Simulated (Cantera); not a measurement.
A closed system holds: 1 mol SiH₂Cl₂, 0.0067 mol C₃H₈, 46 mol H₂, equilibrated at 0.900 bar.

These are equilibrium values from Cantera (NASA tables, ideal gas, pure condensed phases), not measurements of a reactor. Candidate condensed phases: C, C₆H₆, C₇H₈, C₈H₁₈, Si, SiC; 109 gas species. Mutual solubility and eutectic melting of coexisting phases are not modelled. The tables' values for SiCl₃ are old estimates; treat these amounts as uncertain. Gases not in the tables: Si₂H₆ and higher silanes. Kinetics and transport are ignored.

x: gas mole fraction; n: condensed amount in mol.

```json
[
 {"T (K)": "1223", "x H₂": "0.972", "x HCl": "0.0212", "x SiCl₂": "0.00113", "x SiHCl₃": "0.00271", "x SiCl₄": "0.00191", "n Si(s)": "0.656", "n SiC(s)": "0.0191"},
 {"T (K)": "1273", "x H₂": "0.969", "x HCl": "0.0250", "x SiCl₂": "0.00167", "x SiHCl₃": "0.00195", "x SiCl₄": "0.00126", "n Si(s)": "0.699", "n SiC(s)": "0.0191"},
 {"T (K)": "1323", "x H₂": "0.967", "x HCl": "0.0281", "x SiCl₂": "0.00223", "x SiHCl₃": "0.00130", "x SiCl₄": "0.000745", "n Si(s)": "0.733", "n SiC(s)": "0.0192"},
 {"T (K)": "1373", "x H₂": "0.965", "x HCl": "0.0303", "x SiCl₂": "[?]", "x SiHCl₃": "[?]", "x SiCl₄": "[?]", "n Si(s)": "0.756", "n SiC(s)": "0.0192"},
 {"T (K)": "1423", "x H₂": "0.964", "x HCl": "0.0316", "x SiCl₂": "0.00312", "x SiHCl₃": "0.000482", "x SiCl₄": "0.000204", "n Si(s)": "0.769", "n SiC(s)": "0.0193"},
 {"T (K)": "1473", "x H₂": "0.963", "x HCl": "0.0324", "x SiCl₂": "0.00342", "x SiHCl₃": "0.000283", "x SiCl₄": "0.000101", "n Si(s)": "0.776", "n SiC(s)": "0.0193"},
 {"T (K)": "1523", "x H₂": "0.963", "x HCl": "0.0327", "x SiCl₂": "0.00364", "x SiHCl₃": "0.000167", "x SiCl₄": "5.05e-5", "n Si(s)": "0.779", "n SiC(s)": "0.0194"},
 {"T (K)": "1573", "x H₂": "0.963", "x HCl": "0.0329", "x SiCl₂": "0.00381", "x SiHCl₃": "9.98e-5", "x SiCl₄": "2.57e-5", "n Si(s)": "0.778", "n SiC(s)": "0.0194"},
 {"T (K)": "1623", "x H₂": "0.963", "x HCl": "0.0330", "x SiCl₂": "0.00395", "x SiHCl₃": "[?]", "x SiCl₄": "[?]", "n Si(s)": "0.777", "n SiC(s)": "0.0194"},
 {"T (K)": "1673", "x H₂": "0.963", "x HCl": "0.0329", "x SiCl₂": "0.00406", "x SiHCl₃": "3.83e-5", "x SiCl₄": "7.31e-6", "n Si(s)": "0.775", "n SiC(s)": "0.0194"}
]
```

### Question
Complete the blanks.

### Answer

- 1373, x SiCl₂: 0.00273
- 1373, x SiHCl₃: 0.000810
- 1373, x SiCl₄: 0.000401
- 1623, x SiHCl₃: 6.11e-5
- 1623, x SiCl₄: 1.35e-5
